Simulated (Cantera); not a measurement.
Input (Python, Cantera) and output of one run.

```python
import numpy as np
import cantera as ct

gas_names = """
    AL ALCL ALCL2 ALCL3 ALH ALN AL2 AL2CL6 CL CL2 H HCL H2 N NH NH2 NH3 N2 N2H2 N2H4
""".split()
cond_names = """
    AL(cr) AL(L) ALCL3(s) ALCL3(L) ALN(s) NH4CL(a) NH4CL(b)
""".split()


# ... load() reads the species with a 1 bar reference pressure and builds the phases ...
atoms = {
    'Al': {'AL': 1},
    'HCl': {'H': 1, 'CL': 1},
    'N2': {'N': 2},
}
top_T = {'ALN(s)': 2750}  # K; cautious upper limits of use, not melting points


# ... equilibrate(T, P, feed) seeds the gas with the atoms and calls Mixture.equilibrate('TP', solver="vcs", rtol=1e-11, max_steps=5000) ...
results = []
feed = {'Al': 1, 'HCl': 9.6, 'N2': 4.8}  # mol
for P in [1, 3.2, 10, 32, 100, 320, 1000, 3200, 10000, 32000, 100000]:
    for T in [400, 500, 600, 700, 800, 900, 1000, 1100, 1200, 1300, 1400, 1500]:
        mix = equilibrate(T, P, feed)
        results.append((T, P, feed, dict(zip(mix.species_names, mix.species_moles))))

for T, P, feed, n in results:
    print(f"{T:7g} {P:10.4g}  " + (" + ".join(c for c in cond_names if n.get(c, 0) > 1e-12) or "gas only"))
```

Output:

```
    400          1  gas only
    500          1  gas only
    600          1  gas only
    700          1  gas only
    800          1  gas only
    900          1  gas only
   1000          1  gas only
   1100          1  gas only
   1200          1  gas only
   1300          1  gas only
   1400          1  gas only
   1500          1  gas only
    400        3.2  gas only
    500        3.2  gas only
    600        3.2  gas only
    700        3.2  gas only
    800        3.2  gas only
    900        3.2  gas only
   1000        3.2  gas only
   1100        3.2  gas only
   1200        3.2  gas only
   1300        3.2  gas only
   1400        3.2  gas only
   1500        3.2  gas only
    400         10  gas only
    500         10  gas only
    600         10  gas only
    700         10  gas only
    800         10  gas only
    900         10  gas only
   1000         10  gas only
   1100         10  gas only
   1200         10  gas only
   1300         10  gas only
   1400         10  gas only
   1500         10  gas only
    400         32  gas only
    500         32  gas only
    600         32  gas only
    700         32  gas only
    800         32  gas only
    900         32  gas only
   1000         32  gas only
   1100         32  gas only
   1200         32  gas only
   1300         32  gas only
   1400         32  gas only
   1500         32  gas only
    400        100  gas only
    500        100  gas only
    600        100  gas only
    700        100  gas only
    800        100  gas only
    900        100  gas only
   1000        100  gas only
   1100        100  gas only
   1200        100  gas only
   1300        100  gas only
   1400        100  gas only
   1500        100  gas only
    400        320  gas only
    500        320  gas only
    600        320  gas only
    700        320  gas only
    800        320  gas only
    900        320  gas only
   1000        320  gas only
   1100        320  gas only
   1200        320  gas only
   1300        320  gas only
   1400        320  gas only
   1500        320  gas only
    400       1000  NH4CL(a)
    500       1000  gas only
    600       1000  gas only
    700       1000  gas only
    800       1000  gas only
    900       1000  gas only
   1000       1000  gas only
   1100       1000  gas only
   1200       1000  gas only
   1300       1000  gas only
   1400       1000  gas only
   1500       1000  gas only
    400       3200  NH4CL(a)
    500       3200  gas only
    600       3200  gas only
    700       3200  gas only
    800       3200  gas only
    900       3200  gas only
   1000       3200  gas only
   1100       3200  gas only
   1200       3200  gas only
   1300       3200  gas only
   1400       3200  gas only
   1500       3200  gas only
    400      1e+04  NH4CL(a)
    500      1e+04  gas only
    600      1e+04  gas only
    700      1e+04  gas only
    800      1e+04  gas only
    900      1e+04  gas only
   1000      1e+04  gas only
   1100      1e+04  gas only
   1200      1e+04  gas only
   1300      1e+04  gas only
   1400      1e+04  gas only
   1500      1e+04  gas only
    400    3.2e+04  NH4CL(a)
    500    3.2e+04  gas only
    600    3.2e+04  gas only
    700    3.2e+04  gas only
    800    3.2e+04  gas only
    900    3.2e+04  gas only
   1000    3.2e+04  gas only
   1100    3.2e+04  gas only
   1200    3.2e+04  gas only
   1300    3.2e+04  gas only
   1400    3.2e+04  gas only
   1500    3.2e+04  gas only
    400      1e+05  ALCL3(s) + NH4CL(a)
    500      1e+05  NH4CL(b)
    600      1e+05  gas only
    700      1e+05  gas only
    800      1e+05  gas only
    900      1e+05  gas only
   1000      1e+05  gas only
   1100      1e+05  gas only
   1200      1e+05  gas only
   1300      1e+05  gas only
   1400      1e+05  gas only
   1500      1e+05  gas only
```

Equilibrium computed with Cantera from the NASA thermochemical tables; the gas is ideal and each condensed phase is pure. The tables' values for AlCl2 are old estimates.
